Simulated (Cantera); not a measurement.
Mixture: H2 : O2 : N2 : H2O = 1 : 0.15 : 1.88 : 0.14 (molar parts), at 3700000 Pa, adiabatic and at constant volume. Ignition delay is the time to a rise of 400 K.

Model: the H2/O2 subset of GRI-Mech 3.0, which has no nitrogen chemistry, integrated in Cantera. The hydrogen kinetics of GRI-Mech 3.0 are dated; newer H2 mechanisms differ, most at raised pressure. The pressure lies above the range GRI-Mech 3.0 was tuned for (to about 10 atm). Below about 950 K walls govern HO2 and H2O2 in real vessels.

### Question
At T0 = 1125 K, what is the delay, and which 8 reactions control it most (d ln τ / d ln k, from doubling and halving each rate constant)?

### Answer
The delay is 0.400 ms.
| reaction | d ln τ / d ln k | faster rate |
|---|---|---|
| H + H2O2 <=> H2 + HO2 | -0.58 | shortens it |
| 2 OH (+M) <=> H2O2 (+M) | -0.47 | shortens it |
| H + O2 <=> O + OH | -0.21 | shortens it |
| 2 HO2 <=> H2O2 + O2 | 0.13 | lengthens it |
| H + HO2 <=> 2 OH | -0.05 | shortens it |
| H + O2 + H2O <=> HO2 + H2O | 0.05 | lengthens it |
| H + O2 + N2 <=> HO2 + N2 | 0.05 | lengthens it |
| H + O2 + M <=> HO2 + M | 0.04 | lengthens it |
